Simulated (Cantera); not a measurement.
What does this Cantera script print?

```python
import numpy as np
import cantera as ct

gas_names = """
    CL CLO CL2 H HCL HOCL HO2 H2 H2O H2O2 O OH O2 O3
""".split()
cond_names = """
    H2O(s) H2O(L)
""".split()


def load(file, names, dense=False):
    # The tables refer to 1 bar. Condensed volumes are neglected.
    table = {s.name: s for s in ct.Species.list_from_file(file)}
    out = []
    for n in names:
        d = dict(table[n].input_data)
        d["thermo"] = dict(d["thermo"], **{"reference-pressure": 1e5})
        if dense:
            d["equation-of-state"] = {"model": "constant-volume", "density": "1e6 g/cm^3"}
        out.append(ct.Species.from_dict(d))
    return out


gas = ct.Solution(thermo="ideal-gas", species=load("nasa_gas.yaml", gas_names))
cond = {s.name: ct.Solution(thermo="fixed-stoichiometry", species=[s], name=s.name)
        for s in load("nasa_condensed.yaml", cond_names, dense=True)}
atoms = {
    'HCl': {'H': 1, 'CL': 1},
    'O2': {'O': 2},
}
top_T = {}  # K; cautious upper limits of use, not melting points


def equilibrate(T, P, feed):
    n = {}
    for name, mol in feed.items():
        for a, k in atoms[name].items():
            n[a] = n.get(a, 0.0) + k * mol
    gas.TPX = T, P, n
    mass = sum(n.values()) * gas.mean_molecular_weight
    gas.equilibrate("TP")
    valid = [c for c in cond.values() if c.min_temp <= T <= top_T.get(c.name, c.max_temp)]
    mix = ct.Mixture([(gas, mass / gas.mean_molecular_weight)] + [(c, 0.0) for c in valid])
    mix.T, mix.P = T, P
    mix.equilibrate("TP", solver="vcs", rtol=1e-11, max_steps=5000)
    return mix


results = []
feed = {'HCl': 1, 'O2': 0.47}  # mol
P = 94  # Pa
for T in [1750, 1775, 1800, 1825, 1850, 1875, 1900, 1925, 1950, 1975, 2000, 2025]:
    mix = equilibrate(T, P, feed)
    results.append((T, P, feed, dict(zip(mix.species_names, mix.species_moles))))
    x = sorted(zip(gas.X, gas.species_names), reverse=True)
    print(f"T = {T:g} K  P = {P:g} Pa  gas = {mix.phase_moles(0):.4g} mol")
    print("   x: " + "  ".join(f"{s} {v:.3e}" for v, s in x if v > 0.0001))
    print("   condensed (mol): " + ("  ".join(f"{mix.phase(i).name} {mix.phase_moles(i):.4g}"
          for i in range(1, mix.n_phases) if mix.phase_moles(i) > 1e-12) or "none"))
```

Result:

```
T = 1750 K  P = 94 Pa  gas = 1.545 mol
   x: HCL 4.573e-01  O2 2.555e-01  CL 1.888e-01  H2O 9.327e-02  OH 2.927e-03  O 1.233e-03  CL2 5.446e-04  H2 2.008e-04  H 1.075e-04
   condensed (mol): none
T = 1775 K  P = 94 Pa  gas = 1.549 mol
   x: HCL 4.468e-01  O2 2.522e-01  CL 1.977e-01  H2O 9.726e-02  OH 3.489e-03  O 1.568e-03  CL2 4.673e-04  H2 2.687e-04  H 1.547e-04
   condensed (mol): none
T = 1800 K  P = 94 Pa  gas = 1.554 mol
   x: HCL 4.362e-01  O2 2.488e-01  CL 2.066e-01  H2O 1.012e-01  OH 4.134e-03  O 1.980e-03  CL2 4.019e-04  H2 3.564e-04  H 2.205e-04
   condensed (mol): none
T = 1825 K  P = 94 Pa  gas = 1.558 mol
   x: HCL 4.256e-01  O2 2.454e-01  CL 2.154e-01  H2O 1.050e-01  OH 4.871e-03  O 2.483e-03  H2 4.686e-04  CL2 3.464e-04  H 3.109e-04
   condensed (mol): none
T = 1850 K  P = 94 Pa  gas = 1.563 mol
   x: HCL 4.150e-01  O2 2.419e-01  CL 2.242e-01  H2O 1.087e-01  OH 5.709e-03  O 3.094e-03  H2 6.111e-04  H 4.344e-04  CL2 2.993e-04
   condensed (mol): none
T = 1875 K  P = 94 Pa  gas = 1.568 mol
   x: HCL 4.044e-01  O2 2.383e-01  CL 2.328e-01  H2O 1.123e-01  OH 6.657e-03  O 3.830e-03  H2 7.905e-04  H 6.011e-04  CL2 2.592e-04
   condensed (mol): none
T = 1900 K  P = 94 Pa  gas = 1.573 mol
   x: HCL 3.937e-01  CL 2.414e-01  O2 2.347e-01  H2O 1.157e-01  OH 7.722e-03  O 4.714e-03  H2 1.014e-03  H 8.244e-04  CL2 2.249e-04
   condensed (mol): none
T = 1925 K  P = 94 Pa  gas = 1.579 mol
   x: HCL 3.830e-01  CL 2.499e-01  O2 2.309e-01  H2O 1.189e-01  OH 8.912e-03  O 5.767e-03  H2 1.292e-03  H 1.121e-03  CL2 1.956e-04
   condensed (mol): none
T = 1950 K  P = 94 Pa  gas = 1.585 mol
   x: HCL 3.723e-01  CL 2.582e-01  O2 2.270e-01  H2O 1.218e-01  OH 1.023e-02  O 7.015e-03  H2 1.633e-03  H 1.511e-03  CL2 1.704e-04
   condensed (mol): none
T = 1975 K  P = 94 Pa  gas = 1.591 mol
   x: HCL 3.616e-01  CL 2.664e-01  O2 2.230e-01  H2O 1.245e-01  OH 1.170e-02  O 8.486e-03  H2 2.049e-03  H 2.020e-03  CL2 1.487e-04
   condensed (mol): none
T = 2000 K  P = 94 Pa  gas = 1.598 mol
   x: HCL 3.509e-01  CL 2.744e-01  O2 2.189e-01  H2O 1.268e-01  OH 1.330e-02  O 1.021e-02  H 2.679e-03  H2 2.551e-03  CL2 1.301e-04
   condensed (mol): none
T = 2025 K  P = 94 Pa  gas = 1.606 mol
   x: HCL 3.402e-01  CL 2.823e-01  O2 2.146e-01  H2O 1.288e-01  OH 1.505e-02  O 1.222e-02  H 3.526e-03  H2 3.154e-03  CL2 1.139e-04
   condensed (mol): none
```

Cantera equilibrium calculation (NASA polynomials, part measured and part estimated; ideal gas, pure solids and liquids).
